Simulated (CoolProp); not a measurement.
A simple Rankine cycle with R11: condensing at 329.15 K, boiler at 0.985 MPa, turbine inlet 499 K, turbine efficiency 0.75, pump efficiency 0.7, no recuperator. Each further row changes one setting.

Values from CoolProp's reference Helmholtz-energy equation of state, Jacobsen 1992.

```json
[
 {"case": "as stated", "thermal efficiency (%)": "9.0", "net work (kJ/kg)": "24.9", "heat in (kJ/kg)": "276", "turbine exit temperature (K)": "454.3", "volume ratio over the turbine": "3.34"},
 {"case": "condensing temperature 321.15 K", "thermal efficiency (%)": "10.4", "net work (kJ/kg)": "29.3", "heat in (kJ/kg)": "283", "turbine exit temperature (K)": "447.0", "volume ratio over the turbine": "4.15"},
 {"case": "boiler pressure 0.69 MPa", "thermal efficiency (%)": "6.6", "net work (kJ/kg)": "18.5", "heat in (kJ/kg)": "278", "turbine exit temperature (K)": "467.4", "volume ratio over the turbine": "2.36"},
 {"case": "turbine efficiency 0.65", "thermal efficiency (%)": "7.8", "net work (kJ/kg)": "21.5", "heat in (kJ/kg)": "276", "turbine exit temperature (K)": "459.4", "volume ratio over the turbine": "3.38"}
]
```
